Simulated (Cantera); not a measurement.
Input: 1 mol KCl, 25 mol N₂, equilibrated at 1.00 bar.

Equilibrium computed with Cantera from the NASA thermochemical tables; the gas is ideal and each condensed phase is pure. Candidate condensed phases: K, KCl; 8 gas species. The numbers say what is thermodynamically allowed, not how fast it happens.

x: gas mole fraction; n: condensed amount in mol.

```csv
T (°C),x N₂,x KCl,x K₂Cl₂,x K,n KCl(s),n KCl(l)
377,1.00,1.37e-10,8.95e-12,<1e-12,1.00,0
427,1.00,2.36e-9,2.30e-10,<1e-12,1.00,0
477,1.00,2.75e-8,3.76e-9,<1e-12,1.000,0
527,1.00,2.34e-7,4.26e-8,<1e-12,1.000,0
577,1.000,1.53e-6,3.57e-7,2.40e-12,1.000,0
627,1.000,8.03e-6,2.32e-6,<1e-12,1.000,0
677,1.000,…,…,…,0.999,0
727,1.000,0.000132,5.37e-5,1.98e-11,0.994,0
777,0.999,0.000424,0.000195,1.22e-10,0,0.980
827,0.998,0.00108,0.000487,5.94e-10,0,0.949
877,0.996,…,…,…,0,0.882
927,0.992,0.00538,0.00231,9.41e-9,0,0.748
977,0.985,0.0108,0.00450,3.16e-8,0,0.497
```

What belongs in the gaps?


- 877, x KCl: 0.00250
- 877, x K₂Cl₂: 0.00111
- 877, x K: 2.52e-9
- 677, x KCl: 3.52e-5
- 677, x K₂Cl₂: 1.22e-5
- 677, x K: 2.59e-12
